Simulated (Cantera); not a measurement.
A closed system holds: 1 mol Si, 8 mol HBr, 0.56 mol H2, at 773.15 K and 750 Torr.

Equilibrium computed with Cantera from the NASA thermochemical tables; the gas is ideal and each condensed phase is pure. Candidate condensed phases: Br2, Si; 19 gas species. The numbers say what is thermodynamically allowed, not how fast it happens.

Base state: HBr 0.529, H2 0.339, SiBr4 0.132, SiHBr3 2.91e-5 (mole fractions); condensed: gas only.

Task: What changes in the equilibrium state with this change: temperature from 773.15 K to 1200 K?

Result: 
```json
[
 {"species": "HBr", "before": "0.529", "after": "0.531"},
 {"species": "H2", "before": "0.339", "after": "0.337"},
 {"species": "SiBr4", "before": "0.132", "after": "0.130"},
 {"species": "SiBr2", "before": "<1e-9", "after": "0.000116"},
 {"species": "SiBr3", "before": "3.59e-8", "after": "0.000472"},
 {"species": "Br", "before": "1.67e-8", "after": "7.48e-5"},
 {"species": "SiHBr3", "before": "2.91e-5", "after": "0.00135"}
]
```
The tables' values for SiBr3 are old estimates; treat these amounts as uncertain.
